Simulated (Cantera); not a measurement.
An adiabatic, constant-volume homogeneous reactor starts with C3H8 : O2 : N2 = 1 : 6.58 : 24.7 (molar parts), equivalence ratio 0.76, at 1473 K and 16.8 atm. Integrator tolerance rtol = 1e-08.

Cantera simulation using GRI-Mech 3.0 (53 species, 325 reactions); the numbers are that mechanism's predictions, not measurements. GRI-Mech 3.0 was tuned for natural gas; its chemistry of propane as a main component is partial and can be far from experiment. The pressure lies above the range GRI-Mech 3.0 was tuned for (to about 10 atm). Above 3000 K some thermodynamic fits are extrapolated.

Question: What does this change do: N2 24.7 to 32 parts?

Answer: 
```tsv
quantity	before	after
time of steepest temperature rise	18.6 µs	21.7 µs
temperature at 1.00 s	3021 K	2864 K
equilibrium temperature	3021 K	2864 K
x(C3H8) at 1.00 s	<1e-12 (gas-phase equilibrium <1e-12)	<1e-12 (gas-phase equilibrium <1e-12)
x(O2) at 1.00 s	0.0424 (gas-phase equilibrium 0.0424)	0.0340 (gas-phase equilibrium 0.0340)
x(NO2) at 1.00 s	3.26e-5 (gas-phase equilibrium 3.26e-5)	2.41e-5 (gas-phase equilibrium 2.41e-5)
x(CH2) at 1.00 s	<1e-12 (gas-phase equilibrium <1e-12)	<1e-12 (gas-phase equilibrium <1e-12)
x(C2H4) at 1.00 s	<1e-12 (gas-phase equilibrium <1e-12)	<1e-12 (gas-phase equilibrium <1e-12)
```
